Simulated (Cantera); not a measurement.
**Thermodynamics of silicon epitaxy and polysilicon growth, feed Si2Cl6 + N2**

Charge: 1 mol Si2Cl6, a varied amount of N2, held at 1198.15 K and 10.0 mbar.

These are equilibrium values from Cantera (NASA tables, ideal gas, pure condensed phases), not measurements of a reactor. Candidate condensed phases: Si, Si3N4; 13 gas species. The feed counts by its element totals alone. N2 is the only nitrogen source here; it is nearly inert below about 1500 K, so the nitride shown seldom forms there in practice. The tables' values for SiCl3 are old estimates; treat these amounts as uncertain. Rates play no part.

```
n(N2) (mol)   x N2  x SiCl4  x SiCl3   x SiCl2     x Cl  n Si3N4(s)
-----------  -----  -------  -------  --------  -------  ----------
3.7          0.691    0.301  0.00723   0.00154  2.68e-6       0.162
7.1          0.817    0.177  0.00472   0.00111  2.42e-6       0.162
10           0.865    0.131  0.00373  0.000940  2.26e-6       0.161
14           0.900   0.0961  0.00294  0.000795  2.11e-6       0.161
17           0.917   0.0802  0.00256  0.000722  2.02e-6       0.161
20           0.928   0.0687  0.00227  0.000665  1.95e-6       0.160
24           0.940   0.0577  0.00199  0.000607  1.87e-6       0.160
27           0.946   0.0515  0.00183  0.000572  1.82e-6       0.160
30           0.951   0.0465  0.00169  0.000543  1.78e-6       0.159
34           0.957   0.0412  0.00154  0.000510  1.72e-6       0.159
37           0.960   0.0379  0.00145  0.000489  1.69e-6       0.159
40           0.963   0.0351  0.00137  0.000470  1.66e-6       0.159
43           0.966   0.0327  0.00130  0.000453  1.63e-6       0.159
```
x: gas mole fraction; n: condensed amount in mol.

From 3.7 mol N2 to 43 mol N2 the condensed part is Si3N4(s). The main Si-bearing gas is SiCl4 throughout.
